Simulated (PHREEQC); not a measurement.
## Brine

Consider water at 20 °C with 0.63 mol LiBr, 0.3 mol K2SO4 and 4.1e-05 mol H4SiO4 per kg of water. Closed to the air; pH follows from the charge balance.

All values are PHREEQC results (Pitzer model, pitzer.dat), not measurements.

Precipitation was switched off in this run.

Task: Predict the pH, activity of water, density.

Result: pH 7.12; activity of water 0.967; density 1.075 g/cm³.

Complexes and solids missing from the database can't appear. In brines, pH and single-ion activities rest on the MacInnes convention.
